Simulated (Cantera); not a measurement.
Input: 1 mol HCl, 0.065 mol O₂, held at 2977 °C.

Equilibrium computed with Cantera from the NASA thermochemical tables; the gas is ideal and each condensed phase is pure. Candidate condensed phases: H₂O; 14 gas species. The ideal-gas law is rough above about 30 bar. Kinetics and transport are ignored.

x: gas mole fraction; nothing condenses.

```
P (Pa)       x HCl   x Cl      x H    x H₂O      x H₂      x O    x Cl₂     x OH     x O₂
--------  --------  -----  -------  -------  --------  -------  -------  -------  -------
10        0.000318  0.469    0.469  5.34e-8  0.000213   0.0610  1.09e-7  4.66e-5  5.96e-6
200            [?]  0.469    0.459      [?]       [?]   0.0606      [?]      [?]      [?]
3900        0.0881  0.453    0.345  0.00374    0.0450   0.0519  3.96e-5   0.0114  0.00168
77000          [?]    [?]      [?]      [?]       [?]      [?]      [?]      [?]      [?]
1500000      0.629  0.224   0.0129   0.0772    0.0244  0.00514  0.00373   0.0162  0.00635
30000000     0.726  0.133  0.00126   0.0842   0.00459  0.00149   0.0264  0.00913   0.0106
```

Fill in the missing entries.


- 77000, x HCl: 0.385
- 77000, x Cl: 0.353
- 77000, x H: 0.0982
- 77000, x H₂O: 0.0438
- 77000, x H₂: 0.0721
- 77000, x O: 0.0192
- 77000, x Cl₂: 0.000473
- 77000, x OH: 0.0237
- 77000, x O₂: 0.00456
- 200, x HCl: 0.00622
- 200, x H₂O: 2.04e-5
- 200, x H₂: 0.00410
- 200, x Cl₂: 2.17e-6
- 200, x OH: 0.000906
- 200, x O₂: 0.000117
